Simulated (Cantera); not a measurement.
Feed: 1 mol SiH2Cl2, 0.052 mol O3, equilibrated at 1525 K and 180 Pa.

Equilibrium computed with Cantera from the NASA thermochemical tables; the gas is ideal and each condensed phase is pure. Candidate condensed phases: H2O, Si, SiO2; 30 gas species. The tables' values for SiCl3, SiCl are old estimates; treat these amounts as uncertain. Rates play no part.

Base state: H2 0.367, SiCl2 0.350, HCl 0.198, SiO 0.0728, SiCl3 0.0103, SiCl4 0.000904, H 0.000338, SiHCl3 0.000189 (mole fractions); condensed: Si(s).

Q: What changes in the equilibrium state with this change: temperature from 1525 K to 925 K?

A: 
```
species                before    after
-------------------  --------  -------
H2                      0.367    0.637
SiCl4                0.000904    0.303
HCl                     0.198   0.0311
SiCl2                   0.350  0.00219
SiO                    0.0728  9.74e-9
SiHCl3               0.000189   0.0226
SiCl3                  0.0103  0.00408
Cl                   0.000146    <1e-9
SiCl                  8.61e-5    <1e-9
H                    0.000338  4.90e-9
Si(s), mol             0.0696    0.422
SiO2(β-quartz), mol         0   0.0780
```
The tables' values for SiCl3 are old estimates; treat these amounts as uncertain.
